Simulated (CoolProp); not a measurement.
20 sccm (0 °C, 1 atm) of nitrogen bubbles through liquid n-undecane at 368.2 K and leaves saturated at a total pressure of 0.104 MPa (ideal gas phase). Each further row changes one setting.

The numbers come from the reference Helmholtz-energy equation of state, Aleksandrov 2011 in CoolProp. It is a short technical equation, of lower accuracy than the large ones.

| case | vapour pressure (kPa) | mole fraction of vapour | delivery (mg/min) | delivery (sccm) | change of delivery for a bath 1 K warmer (%) |
|---|---|---|---|---|---|
| as stated | 3.55 | … | 4.93 | 0.708 | 4.8 |
| bath temperature 373.2 K | 4.43 | 0.0426 | 6.21 | … | 4.6 |
| total pressure 0.208 MPa | 3.55 | … | 2.42 | 0.348 | … |

Question: What belongs in the gaps?

Answer: 
- as stated, mole fraction of vapour: 0.0342
- bath temperature 373.2 K, delivery (sccm): 0.891
- total pressure 0.208 MPa, mole fraction of vapour: 0.0171
- total pressure 0.208 MPa, change of delivery for a bath 1 K warmer (%): 4.7
